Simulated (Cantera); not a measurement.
B2O3 + N2 (boron, boron nitride and boron oxide)

Input: 1 mol B2O3, 0.36 mol N2, equilibrated at 170 Pa.

Method: chemical equilibrium by Gibbs-energy minimisation in Cantera with the NASA 1993 tables (ideal gas, pure condensed phases). Candidate condensed phases: B, BN, B2O3; 17 gas species. Equilibrium is a limit: real reactors are often held back by kinetics, nucleation or transport.

```
T (°C)   x N2    x B2O3     x BO2      x BO    x B2O2       x O      x NO  n B2O3(l)
------  -----  --------  --------  --------  --------  --------  --------  ---------
652      1.00  4.01e-11    <1e-12    <1e-12    <1e-12    <1e-12    <1e-12       1.00
802      1.00   5.51e-8    <1e-12  2.27e-11  4.59e-11    <1e-12    <1e-12       1.00
952     1.000   1.20e-5   1.33e-9   1.13e-9  2.43e-10    <1e-12  8.40e-11      1.000
1102    0.999  0.000774   2.23e-7   1.57e-7   3.84e-8  5.36e-11   5.36e-9      1.000
1252    0.979    0.0211   1.28e-5   8.39e-6   2.36e-6   5.59e-9   1.37e-7      0.992
1402    0.691     0.309  0.000349  0.000217   6.81e-5   2.51e-7   1.63e-6      0.839
1552    0.264     0.731   0.00249   0.00182  0.000351   4.89e-6   7.49e-6          0
1702    0.262     0.720   0.00888   0.00775  0.000698   5.81e-5   3.91e-5          0
```
x: gas mole fraction; n: condensed amount in mol.

From 652 °C to 1402 °C the condensed part is B2O3(l). From 1552 °C to 1702 °C nothing is condensed.
